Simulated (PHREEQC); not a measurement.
A solution holds 0.0019 mol HF, 0.011 mol NH4F and 0.0058 mol H2SiF6 per kg of water, at 30 °C. Closed to the air; pH follows from the charge balance.

The numbers come from PHREEQC with the ion-association model, phreeqc.dat.

Each row changes one thing in this solution. This is a speciation only: nothing precipitates in the calculation.

```tsv
case	pH	ionic strength (mol/kgw)	HF (mol/kgw)	F- (mol/kgw)	HF2- (mol/kgw)	NH3 (mol/kgw)
as made	2.54	0.0200	0.0102	0.00252	0.000102	2.66e-9
HF from 0.0019 to 0.0095 mol/kgw	2.44	0.0209	0.0168	0.00328	0.000219	2.09e-9
NH4F from 0.011 to 0.0055 mol/kgw	2.21	0.0181	0.00674	0.000775	2.08e-5	6.27e-10
NH4F from 0.011 to 0.0011 mol/kgw	2.04	0.0166	0.00490	0.000378	7.37e-6	8.49e-11
HF left out	2.58	0.0198	0.00856	0.00229	7.80e-5	2.88e-9
NH4F from 0.011 to 0.0121 mol/kgw	2.62	0.0206	0.0106	0.00310	0.000131	3.44e-9
H2SiF6 left out	3.98	0.0111	0.00171	0.0110	7.50e-5	7.47e-8
NH4F from 0.011 to 0.0165 mol/kgw	2.87	0.0238	0.0117	0.00615	0.000286	8.29e-9
```

Some of these states are supersaturated (in Quartz (slow to form), Chalcedony (slow to form), for instance). SiF6-2 is the database's only silicon fluoride.
